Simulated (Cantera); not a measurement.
An isothermal, constant-pressure homogeneous reactor starts with CH2O : O2 : N2 = 0.0055 : 0.033 : 1 (molar parts), at 1325 K and 13.0 bar. Integrator tolerance rtol = 1e-08.

Cantera simulation using GRI-Mech 3.0 (53 species, 325 reactions); the numbers are that mechanism's predictions, not measurements. The pressure lies above the range GRI-Mech 3.0 was tuned for (to about 10 atm).

Q: What does this change do: temperature 1325 to 948 K?

A: 
```tsv
quantity	before	after
x(CH2O) at 6.00 s	<1e-12 (gas-phase equilibrium <1e-12)	<1e-12 (gas-phase equilibrium <1e-12)
x(O2) at 6.00 s	0.0265 (gas-phase equilibrium 0.0264)	0.0275 (gas-phase equilibrium 0.0265)
x(OH) at 6.00 s	1.01e-6 (gas-phase equilibrium 1.01e-6)	1.39e-9 (gas-phase equilibrium 2.85e-9)
x(HO2) at 6.00 s	4.37e-9 (gas-phase equilibrium 4.36e-9)	3.21e-7 (gas-phase equilibrium 3.58e-11)
x(CH2) at 6.00 s	<1e-12 (gas-phase equilibrium <1e-12)	<1e-12 (gas-phase equilibrium <1e-12)
x(HCO) at 6.00 s	<1e-12 (gas-phase equilibrium <1e-12)	<1e-12 (gas-phase equilibrium <1e-12)
x(O) at 6.00 s	1.25e-8 (gas-phase equilibrium 1.25e-8)	8.71e-10 (gas-phase equilibrium 1.35e-12)
```
Below about 1000 K GRI-Mech 3.0 lacks low-temperature oxidation paths.
